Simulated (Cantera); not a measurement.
Thermodynamics of silicon nitride deposition, feed SiCl₄ + N₂

Input: 1 mol SiCl₄, 17 mol N₂, at 1.00 bar.

Cantera equilibrium calculation (NASA polynomials, part measured and part estimated; ideal gas, pure solids and liquids). Candidate condensed phases: Si, Si₃N₄; 13 gas species. The tables' values for SiCl₃ are old estimates; treat these amounts as uncertain. Kinetics and transport are ignored.

From 775 K to 1825 K nothing is condensed. The main Si-bearing gas is SiCl₄ throughout.

```tsv
T (K)	x N₂	x SiCl₄	x Cl	x SiCl₃	x SiCl₂	x Cl₂	x SiCl
775	0.944	0.0556	5.48e-11	2.82e-10	<1e-12	1.14e-10	<1e-12
925	0.944	0.0556	1.09e-8	2.85e-8	<1e-12	8.83e-9	<1e-12
1075	0.944	0.0556	4.70e-7	8.31e-7	1.97e-10	1.81e-7	<1e-12
1225	0.944	0.0555	7.76e-6	1.10e-5	1.71e-8	1.62e-6	<1e-12
1375	0.944	0.0555	6.80e-5	8.38e-5	5.82e-7	8.48e-6	<1e-12
1525	0.944	0.0551	0.000386	0.000429	9.91e-6	3.13e-5	1.66e-12
1675	0.943	0.0538	0.00161	0.00160	9.85e-5	9.17e-5	1.28e-10
1825	0.939	0.0501	0.00533	0.00452	0.000629	0.000226	4.51e-9
```
x: gas mole fraction; nothing condenses.
